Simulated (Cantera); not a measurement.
Source: NASA polynomial tables (part measured, part estimated), evaluated in Cantera. Values are per mole of reaction as written; species without (g) are pure solids or liquids, kept so even where they would boil at 1 bar.

Between 300 and 1523 K, where is each reaction favourable under standard conditions?
- 5 CrO3(g) + 6 NH3(g) = 6 NO(g) + 5 Cr + 9 H2O(g)


- 5 CrO3(g) + 6 NH3(g) = 6 NO(g) + 5 Cr + 9 H2O(g): ΔG° is -67 kJ at 300 K and -844 kJ at 1523 K; it stays negative (K > 1). ΔH° is 142 kJ and ΔS° 647 J/K at 1523 K.
